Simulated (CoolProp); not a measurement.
Vapour pressure (MPa) of hydrogen chloride: the reference equation beside estimates from Tc = 324.7 K, pc = 8.314 MPa, ω = 0.130. Clausius-Clapeyron is anchored at 225.4 K with a constant enthalpy of vaporisation of 14.52 kJ/mol.

Model: reference Helmholtz-energy equation of state, Thol 2018, in CoolProp.

```csv
T (K),reference,Lee-Kesler,Clausius-Clapeyron,Peng-Robinson
180.6,0.06463,0.06037,0.08411,0.06310
189.5,0.1092,0.1039,0.1325,0.1072
198.5,0.1761,0.1702,0.2012,0.1736
207.5,0.2714,0.2658,0.2946,0.2687
216.4,0.4007,0.3966,0.4164,0.3982
225.4,0.5748,0.5735,0.5748,0.5731
234.3,0.7978,0.8008,0.7714,0.7981
243.3,1.084,1.092,1.016,1.087
252.3,1.440,1.455,1.313,1.448
261.2,1.870,1.892,1.662,1.886
270.2,2.395,2.424,2.077,2.421
279.1,3.015,3.048,2.552,3.051
288.1,3.756,3.792,3.103,3.804
297.1,4.626,4.661,3.728,4.684
306,5.631,5.662,4.423,5.692
```

Absolute difference from the reference over all 15 rows, mean and median: Lee-Kesler 1.7 and 1.0 %, Clausius-Clapeyron 13.0 and 13.3 %, Peng-Robinson 1.0 and 1.1 %.
